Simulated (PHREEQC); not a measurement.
Dissolve 0.019 mol NaOH, 6.7e-05 mol H4SiO4 and 0.00015 mol Na2CO3 per kg of water at 85 °C. Closed to the air; pH follows from the charge balance.

Computed with PHREEQC (Pitzer model, pitzer.dat).

No solid was allowed to form.

Q: Estimate the pH.

A: pH 10.71.

Q: In which forms is C present?

A: CO3-2 86 %, HCO3- 14 % of the C.

Species that the database lacks are ignored. Constants without temperature data keep their 25 °C values here.
